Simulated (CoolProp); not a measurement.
Aqueous propylene glycol as a coolant, 15 % by mass, freezing at -4.9 °C, 1 atm.

Values from CoolProp's Melinder's fits for secondary coolants.

```json
[
 {"T (°C)": "1.2", "density (kg/m³)": "1014", "cp (kJ/(kg K))": "3.998", "conductivity (W/(m K))": "0.495", "Prandtl number": "(withheld)"},
 {"T (°C)": "7.3", "density (kg/m³)": "1013", "cp (kJ/(kg K))": "4.007", "conductivity (W/(m K))": "0.502", "Prandtl number": "20.6"},
 {"T (°C)": "13.3", "density (kg/m³)": "1012", "cp (kJ/(kg K))": "(withheld)", "conductivity (W/(m K))": "(withheld)", "Prandtl number": "16.5"},
 {"T (°C)": "19.4", "density (kg/m³)": "1011", "cp (kJ/(kg K))": "4.027", "conductivity (W/(m K))": "0.517", "Prandtl number": "(withheld)"},
 {"T (°C)": "25.5", "density (kg/m³)": "(withheld)", "cp (kJ/(kg K))": "4.037", "conductivity (W/(m K))": "0.524", "Prandtl number": "11.2"},
 {"T (°C)": "31.5", "density (kg/m³)": "1006", "cp (kJ/(kg K))": "4.047", "conductivity (W/(m K))": "0.531", "Prandtl number": "(withheld)"},
 {"T (°C)": "37.6", "density (kg/m³)": "(withheld)", "cp (kJ/(kg K))": "(withheld)", "conductivity (W/(m K))": "0.537", "Prandtl number": "8.09"}
]
```

### Question
Some entries are withheld; supply them.

### Answer

- 1.2, Prandtl number: 26.3
- 13.3, cp (kJ/(kg K)): 4.017
- 13.3, conductivity (W/(m K)): 0.510
- 19.4, Prandtl number: 13.5
- 25.5, density (kg/m³): 1009
- 31.5, Prandtl number: 9.46
- 37.6, density (kg/m³): 1004
- 37.6, cp (kJ/(kg K)): 4.058
